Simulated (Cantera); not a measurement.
Cantera run, input and output.

```python
import numpy as np
import cantera as ct

gas = ct.Solution("gri30.yaml")
gas.TPX = 2000, 11, {'C2H6': 1, 'H2': 93, 'N2': 0.23}
reactor = ct.IdealGasConstPressureReactor(gas, energy="off", clone=False)
net = ct.ReactorNet([reactor])
net.rtol, net.atol = 1e-08, 1e-18
show = ['C2H6', 'H2', 'CH3', 'H', 'CH4', 'C2H4', 'CH2']
times = np.geomspace(3e-05, 20, 11)

steps = ct.SolutionArray(gas, extra=["t"])
rows = []
print(f"{'t/s':>10s}{'T/K':>9s}{'P/Pa':>11s}" + "".join(f"{s:>11s}" for s in show))
for t in times:
    while net.time < t:
        t_next = net.step()
        steps.append(gas.state, t=t_next)
    rows.append([np.interp(t, steps.t, y) for y in (steps.T, steps.P, *steps(*show).X.T)])
    print(f"{t:10.3e}{rows[-1][0]:9.1f}{rows[-1][1]:11.4g}" + "".join(f"{x:11.3e}" for x in rows[-1][2:]))
rate = np.gradient(steps.T, steps.t)
print("integrator steps:", len(steps.t))
if steps.T.max() > steps.T[0] + 200:
    print(f"time of steepest temperature rise: {steps.t[rate.argmax()]:.4e} s")
gas.TPX = 2000, 11, {'C2H6': 1, 'H2': 93, 'N2': 0.23}
gas.equilibrate("TP")
print(f"equilibrium (TP): T = {gas.T:.1f} K  " + "  ".join(f"{s} {gas[s].X[0]:.3e}" for s in show))
```

Output:

```
       t/s      T/K       P/Pa       C2H6         H2        CH3          H        CH4       C2H4        CH2
 3.000e-05   2000.0         11  1.051e-02  9.869e-01  1.923e-04  1.064e-06  9.276e-07  1.407e-09  2.577e-11
 1.147e-04   2000.0         11  1.024e-02  9.866e-01  7.154e-04  1.369e-05  1.330e-05  2.343e-08  1.244e-09
 4.384e-04   2000.0         11  9.266e-03  9.855e-01  2.466e-03  1.783e-04  1.813e-04  7.557e-07  6.503e-08
 1.676e-03   2000.0         11  6.190e-03  9.809e-01  6.332e-03  1.913e-03  2.031e-03  5.160e-05  2.875e-06
 6.407e-03   2000.0         11  8.363e-04  9.685e-01  6.372e-03  9.759e-03  1.117e-02  6.765e-04  3.508e-05
 2.449e-02   2000.0         11  1.139e-06  9.648e-01  3.875e-03  1.285e-02  1.487e-02  3.947e-04  4.147e-05
 9.364e-02   2000.0         11  9.440e-07  9.659e-01  3.515e-03  1.232e-02  1.411e-02  1.268e-04  3.719e-05
 3.580e-01   2000.0         11  6.201e-07  9.685e-01  2.709e-03  1.125e-02  1.191e-02  8.019e-05  2.844e-05
 1.369e+00   2000.0         11  2.415e-07  9.723e-01  1.599e-03  1.014e-02  7.811e-03  3.193e-05  1.717e-05
 5.232e+00   2000.0         11  4.311e-08  9.746e-01  6.931e-04  1.067e-02  3.217e-03  6.463e-06  8.820e-06
 2.000e+01   2000.0         11  2.301e-09  9.733e-01  1.832e-04  1.359e-02  6.661e-04  6.270e-07  3.214e-06
integrator steps: 976
equilibrium (TP): T = 2000.0 K  C2H6 2.495e-16  H2 8.446e-01  CH3 4.023e-07  H 1.435e-01  CH4 1.202e-07  C2H4 5.316e-09  CH2 8.855e-08
```

Cantera simulation using GRI-Mech 3.0 (53 species, 325 reactions); the numbers are that mechanism's predictions, not measurements. GRI-Mech 3.0 stops at C3 and has no aromatics, soot or wall deposition, so with more carbon than oxygen in the feed, carbon stays in small species such as C2H2 where larger ones or solid carbon would form. Radical loss at walls, strong at low pressure, is not modelled.
